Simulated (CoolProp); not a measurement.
The fluid at 293.15 K and 0.0108 MPa is throttled through a valve to 0.00123 MPa with no heat exchange. The same conditions are run with several fluids, on thermodynamics alone (safety and materials aside).

The numbers come from the reference Helmholtz-energy equation of state of each fluid (n-perfluorohexane: Gao 2022; propane: Lemmon 2009; dimethyl ether: Wu 2011; dry air: Lemmon 2000; chloromethane (R40): Thol 2014) in CoolProp. Blends and air are pseudo-pure fits.

```tsv
fluid	temperature change (K)	final density (kg/m³)
n-perfluorohexane	-0.3	0.171
propane	-0.2	0.0223
dimethyl ether	-0.2	0.0233
dry air	-0.0	0.0146
chloromethane (R40)	-0.4	0.0255
```
